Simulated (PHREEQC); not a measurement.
Consider water at 26 °C and 100 atm with 14 mmol/kgw NH4HF2, 0.23 mmol/kgw H2SiF6 and 1.2 mmol/kgw H2SO4. Closed to the air; pH follows from the charge balance.

All values are PHREEQC results (ion-association model, phreeqc.dat), not measurements.

Problem. The ionic strength comes out as 0.0163 mol/kgw. What activity coefficients do HF2-, HSO4-, F-, NH4+, SiF6-2 get?

Solution. HF2- 0.88, HSO4- 0.88, F- 0.88, NH4+ 0.87, SiF6-2 0.61.

This is a speciation only: nothing precipitates in the calculation. Under pressure, the constants of complexes without a molar volume in the database are unreliable. SiF6-2 is the database's only silicon fluoride.
